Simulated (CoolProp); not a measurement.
A closed Brayton cycle with carbon dioxide: compressor inlet 326.15 K and 9.7 MPa, high pressure 30.2 MPa, turbine inlet 755 K, compressor efficiency 0.8, turbine efficiency 0.9, recuperator effectiveness 0.8 (on enthalpy, no pinch check). Each further row changes one setting.

Computed with CoolProp (reference Helmholtz-energy equation of state, Span 1996).

| case | thermal efficiency (%) | net work (kJ/kg) | compressor to turbine work | compressor exit (K) | turbine exit (K) |
|---|---|---|---|---|---|
| as stated | 27.3 | 75.4 | 0.43 | 410.6 | 625.7 |
| turbine inlet 705 K | 25.3 | 64.6 | 0.47 | 410.6 | 580.4 |
| compressor inlet 336.15 K | 25.4 | 65.4 | 0.51 | 433.7 | 625.7 |
| high pressure 25.7 MPa | 26.4 | 68.7 | 0.41 | 398.1 | 643.6 |
| recuperator effectiveness 0.5 | 21.4 | 75.4 | 0.43 | 410.6 | 625.7 |
